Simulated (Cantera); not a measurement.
Feed: 1 mol CuO, 0.65 mol NF₃, 99 mol N₂, held at 83.0 Pa.

Cantera equilibrium calculation (NASA polynomials, part measured and part estimated; ideal gas, pure solids and liquids). Candidate condensed phases: Cu, CuF₂, CuO, Cu₂O; 22 gas species. Equilibrium is a limit: real reactors are often held back by kinetics, nucleation or transport.

At 1173 K, list the 4 most abundant gas species with their mole fractions, and the condensed phases.

N₂ 0.985, CuF₂ 0.00936, O₂ 0.00495, CuF 0.000556. Condensed: gas only.
